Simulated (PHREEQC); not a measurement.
Make-up at 25 °C: 0.066 mol/kgw NH4Cl, 0.13 mol/kgw Na2SO4 and 0.00015 mol/kgw LiCl. Closed to the air; pH follows from the charge balance.

Computed with PHREEQC (ion-association model, phreeqc.dat).

No solid was allowed to form.

Order these S species by the share of S that they hold, largest first: NaSO4-, NH4SO4-, SO4-2.

SO4-2 (71 %), NaSO4- (20 %), NH4SO4- (9.5 %)

The pH is 5.69 and the ionic strength 0.381 mol/kgw. Species that the database lacks are ignored.
